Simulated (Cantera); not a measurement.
Input: 1 mol Si, 1.1 mol Cl2, 64 mol H2, at 400 °C and 0.0100 bar.

These are equilibrium values from Cantera (NASA tables, ideal gas, pure condensed phases), not measurements of a reactor. Candidate condensed phases: Si; 19 gas species. Rates play no part.

Base state: H2 0.991, SiCl4 0.00640, SiHCl3 0.00268, HCl 0.000299, SiH2Cl2 6.93e-5 (mole fractions); condensed: Si(s).

Question: What changes in the equilibrium state with this change: pressure from 0.0100 bar to 0.840 bar?

Answer: 
| species | before | after |
|---|---|---|
| H2 | 0.991 | 0.990 |
| SiHCl3 | 0.00268 | 0.00570 |
| SiCl4 | 0.00640 | 0.00399 |
| SiH2Cl2 | 6.93e-5 | 0.000501 |
| HCl | 0.000299 | 8.76e-5 |
| Si(s), mol | 0.409 | 0.343 |
